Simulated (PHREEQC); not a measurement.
Buffer: speciation

A solution holds 0.0029 mol/kgw H3BO3, 0.25 mol/kgw K2HPO4 and 7.1e-05 mol/kgw KCl, at 90 °C. Closed to the air; pH follows from the charge balance.

The numbers come from PHREEQC with the ion-association model, phreeqc.dat.

| Item | Result |
|---|---|
| pH | 8.40 |
| ionic strength | 0.693 mol/kgw |
| activity of water | 0.988 |
| density | 1.000 g/cm³ |
| total alkalinity | 250 meq/kg |

| species | molality | activity | log γ |
|---|---|---|---|
| K+ | 0.472 | 0.275 | -0.234 |
| HPO4-2 | 0.218 | 0.0340 | -0.807 |
| KHPO4- | 0.0284 | 0.0182 | -0.193 |
| H2PO4- | 0.00254 | 0.00163 | -0.193 |
| H3BO3 | 0.00179 | 0.00210 | 0.069 |
| PO4-3 | 0.00126 | 1.11e-5 | -2.056 |
| H2BO3- | 0.00111 | 0.000797 | -0.144 |
| OH- | 0.000170 | 9.68e-5 | -0.245 |
| Cl- | 7.10e-5 | 4.20e-5 | -0.228 |
| H+ | 5.51e-9 | 4.02e-9 | -0.137 |

This is a speciation only: nothing precipitates in the calculation. Species that the database lacks are ignored. Away from 25 °C the constants follow the database's enthalpies or fits; those with neither stay at their 25 °C values.
